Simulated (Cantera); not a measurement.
A closed system holds: 1 mol SiCl4, 0.16 mol HCl, 4.1 mol H2, at 850 °C and 19.0 mbar.

Cantera equilibrium calculation (NASA polynomials, part measured and part estimated; ideal gas, pure solids and liquids). Candidate condensed phases: Si; 19 gas species. The tables' values for SiCl3 are old estimates; treat these amounts as uncertain. Kinetics and transport are ignored.

Base state: H2 0.725, SiCl4 0.141, HCl 0.0881, SiHCl3 0.0200, SiCl2 0.0128, SiCl3 0.0121, SiH2Cl2 0.000345 (mole fractions); condensed: gas only.

**Question.** What changes in the equilibrium state with this change: temperature from 850 °C to 1425 °C?

**Answer.** 
```tsv
species	before	after
H2	0.725	0.502
HCl	0.0881	0.336
SiCl2	0.0128	0.151
SiCl4	0.141	0.000845
SiHCl3	0.0200	0.000243
SiCl3	0.0121	0.00804
SiCl	1.44e-9	6.95e-5
Cl	2.84e-8	0.000388
```
The tables' values for SiCl3, SiCl are old estimates; treat these amounts as uncertain.

**Question.** What changes in the equilibrium state with this change: 0.5 mol O2 added?

**Answer.** 
```csv
species,before,after
H2,0.725,0.535
HCl,0.0881,0.379
SiCl4,0.141,0.0830
SiCl2,0.0128,0.000300
SiHCl3,0.0200,0.00201
SiCl3,0.0121,0.00141
SiH2Cl2,0.000345,5.96e-6
"SiO2(β-quartz), mol",0,0.500
```
Further candidate phases: H2O, SiO2.

**Question.** What changes in the equilibrium state with this change: 0.91 mol NH3 added?

**Answer.** 
```json
[
 {"species": "H2", "before": "0.725", "after": "0.586"},
 {"species": "HCl", "before": "0.0881", "after": "0.349"},
 {"species": "SiCl4", "before": "0.141", "after": "0.0536"},
 {"species": "SiCl2", "before": "0.0128", "after": "0.000250"},
 {"species": "SiHCl3", "before": "0.0200", "after": "0.00154"},
 {"species": "SiCl3", "before": "0.0121", "after": "0.00104"},
 {"species": "N2", "before": "0", "after": "0.00854"},
 {"species": "SiH2Cl2", "before": "0.000345", "after": "5.46e-6"},
 {"species": "Si3N4(s), mol", "before": "0", "after": "0.196"}
]
```
Further candidate phases: NH4Cl, Si3N4.
